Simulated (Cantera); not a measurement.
Adiabatic ignition

An adiabatic, constant-volume homogeneous reactor starts with CH₄ : CO : O₂ : N₂ = 1 : 0.59 : 1.91 : 21 (molar parts), at 1400 K and 0.227 atm.

Cantera simulation using GRI-Mech 3.0 (53 species, 325 reactions); the numbers are that mechanism's predictions, not measurements.

```csv
t (s),T (K),P (bar),x CH₄,x CO,x O₂,x C₂H,x C₂H₂
9.00e-6,1400,0.230,0.0408,0.0241,0.0780,<1e-12,<1e-12
1.94e-5,1400,0.230,0.0408,0.0241,0.0780,<1e-12,<1e-12
4.20e-5,1400,0.230,0.0408,0.0241,0.0780,<1e-12,<1e-12
9.06e-5,1400,0.230,0.0408,0.0241,0.0780,<1e-12,<1e-12
0.000196,1400,0.230,0.0408,0.0241,0.0780,<1e-12,<1e-12
0.000423,1400,0.230,0.0408,0.0241,0.0780,<1e-12,<1e-12
0.000913,1400,0.230,0.0408,0.0241,0.0780,<1e-12,<1e-12
0.00197,1400,0.230,0.0408,0.0241,0.0780,<1e-12,8.36e-12
0.00426,1400,0.230,0.0408,0.0241,0.0779,<1e-12,3.35e-10
0.00920,1401,0.230,0.0406,0.0241,0.0778,<1e-12,1.82e-8
0.0199,1413,0.232,0.0386,0.0244,0.0766,<1e-12,1.66e-6
0.0429,2346,0.389,<1e-12,0.0277,0.00206,<1e-12,<1e-12
0.0926,2364,0.392,<1e-12,0.0271,0.00142,<1e-12,<1e-12
0.200,2361,0.391,<1e-12,0.0273,0.00136,<1e-12,<1e-12
```
x: mole fraction; the columns are a selection and need not sum to one.

```json
{
  "time_of_steepest_temperature_rise": "26.4 ms",
  "temperature at 0.200 s": "2361 K",
  "equilibrium_temperature": "2361 K",
  "x(CH₄) at 0.200 s": "<1e-12 (gas-phase equilibrium <1e-12)",
  "x(CO) at 0.200 s": "0.0273 (gas-phase equilibrium 0.0273)",
  "x(O₂) at 0.200 s": "0.00136 (gas-phase equilibrium 0.00136)"
}
```
